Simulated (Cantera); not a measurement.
Mixture: CH4 : O2 : N2 : H2O = 1 : 1 : 3.76 : 0.37 (molar parts), equivalence ratio 2.0, at 3.80 bar, adiabatic and at constant pressure. Ignition delay is the time to a rise of 400 K.

Model: GRI-Mech 3.0 (53 species, 325 reactions), integrated in Cantera.

**Question.** What does this change do: pressure from 3.80 bar to 5.00 bar?

**Answer.** 
```
quantity                                                before       after
--------------------------------------------------  ----------  ----------
delay at 1125 K                                        57.2 ms     41.5 ms
delay at 1225 K                                        15.6 ms     11.6 ms
delay at 1325 K                                        4.72 ms     3.61 ms
delay at 1425 K                                        1.53 ms     1.21 ms
delay at 1525 K                                       0.529 ms    0.425 ms
delay at 1625 K                                       0.196 ms    0.159 ms
delay at 1725 K                                        80.5 µs     65.3 µs
apparent activation energy between 1525 and 1725 K  210 kJ/mol  200 kJ/mol
```
